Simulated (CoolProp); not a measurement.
The numbers come from the reference Helmholtz-energy equation of state, Zhou 2016 in CoolProp.

Question: Give the vapour pressure (bar), liquid density (kg/m³), vapour density (kg/m³), liquid cp (kJ/(kg K)) of saturated R245ca at 305.5, 329.7, 336.6 K.

Answer: 
```json
[
 {"T (K)": "305.5", "p (bar)": "1.32", "liquid density (kg/m³)": "1370", "vapour density (kg/m³)": "7.32", "liquid cp (kJ/(kg K))": "1.39"},
 {"T (K)": "329.7", "p (bar)": "2.96", "liquid density (kg/m³)": "1300", "vapour density (kg/m³)": "15.8", "liquid cp (kJ/(kg K))": "1.44"},
 {"T (K)": "336.6", "p (bar)": "3.63", "liquid density (kg/m³)": "1290", "vapour density (kg/m³)": "19.2", "liquid cp (kJ/(kg K))": "1.45"}
]
```
